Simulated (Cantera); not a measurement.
Charge: 1 mol Ti(OiPr)₄, 0.66 mol CH₄, 30 mol H₂, at 2200 K and 63.0 mbar.

These are equilibrium values from Cantera (NASA tables, ideal gas, pure condensed phases), not measurements of a reactor. Candidate condensed phases: C, C₆H₆, C₇H₈, C₈H₁₈, H₂O, Ti, TiC, TiO, TiO₂, Ti₂O₃, Ti₃O₅, Ti₄O₇; 113 gas species. The feed counts by its element totals alone. TiC: taken at fixed stoichiometry. The numbers say what is thermodynamically allowed, not how fast it happens.

Base state: H₂ 0.896, CO 0.0802, H 0.0212, C₂H₂ (acetylene) 0.00230, CH₄ 1.33e-5 (mole fractions); condensed: C(graphite) + TiC(s).

Problem. What changes in the equilibrium state with this change: temperature from 2200 K to 1673 K?

Solution. 
```
species            before     after
----------------  -------  --------
H₂                  0.896     0.918
CO                 0.0802    0.0811
H                  0.0212  0.000435
C₂H₂ (acetylene)  0.00230   5.23e-5
CH₄               1.33e-5   6.45e-5
C(graphite), mol     7.43      7.65
TiC(s), mol         1.000      1.00
```

Problem. What changes in the equilibrium state with this change: Ti(OiPr)₄ replaced by Ti?

Solution. 
```json
[
 {"species": "H₂", "before": "0.896", "after": "0.976"},
 {"species": "H", "before": "0.0212", "after": "0.0222"},
 {"species": "Ti", "before": "4.06e-7", "after": "0.00171"},
 {"species": "CO", "before": "0.0802", "after": "0"},
 {"species": "C₂H₂ (acetylene)", "before": "0.00230", "after": "<1e-9"},
 {"species": "CH₄", "before": "1.33e-5", "after": "3.76e-9"},
 {"species": "C(graphite), mol", "before": "7.43", "after": "0"},
 {"species": "TiC(s), mol", "before": "1.000", "after": "0.660"},
 {"species": "Ti(l), mol", "before": "0", "after": "0.286"}
]
```
Mutual solubility and eutectic melting of coexisting phases are not modelled. Condensed phases not in the tables: N, O or C dissolved in the metal.

Problem. What changes in the equilibrium state with this change: temperature from 2200 K to 1800 K?

Solution. 
```json
[
 {"species": "H₂", "before": "0.896", "after": "0.917"},
 {"species": "CO", "before": "0.0802", "after": "0.0810"},
 {"species": "H", "before": "0.0212", "after": "0.00137"},
 {"species": "C₂H₂ (acetylene)", "before": "0.00230", "after": "0.000161"},
 {"species": "CH₄", "before": "1.33e-5", "after": "4.08e-5"},
 {"species": "C(graphite), mol", "before": "7.43", "after": "7.64"},
 {"species": "TiC(s), mol", "before": "1.000", "after": "1.00"}
]
```
